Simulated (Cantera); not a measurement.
An isothermal, constant-pressure homogeneous reactor starts with 5.56 % CH4, 94.4 % N2, at 1925 K and 1.01 bar.

Model: GRI-Mech 3.0 (53 species, 325 reactions), integrated in Cantera. GRI-Mech 3.0 stops at C3 and has no aromatics, soot or wall deposition, so with more carbon than oxygen in the feed, carbon stays in small species such as C2H2 where larger ones or solid carbon would form.

One state of this run: x CH4 = 8.44e-5; x HCN = 6.92e-5; x CH2 = 2.41e-8; x C2H4 = 2.16e-5; x CH3 = 5.72e-6. x: mole fraction; the columns are a selection and need not sum to one.

Q: Which value of t (s) does it belong to?
A. 0.0434
B. 0.00328
C. 1.10
D. 0.158

A: C, 1.10
